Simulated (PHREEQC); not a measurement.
Consider water at 7.6 °C with 1.6 mmol/kgw NaBF4. It is in equilibrium with CO2 at log p = -1 (atm). Otherwise closed; pH follows from the charge balance.

Computed with PHREEQC (ion-association model, phreeqc.dat).

No solid was allowed to form.

### Question
Predict the pH, ionic strength.

### Answer
pH 3.06; ionic strength 0.00252 mol/kgw.

### Question
In which forms is F present?

### Answer
BF4- 43 %, F- 26 %, HF 24 %, BF3OH- 5.7 %, BF2(OH)2- 1.8 % of the F.

At this temperature some constants are extrapolated from 25 °C, and those without enthalpy data are left unchanged. Real BF4- forms and hydrolyses slowly; the run takes it at equilibrium.
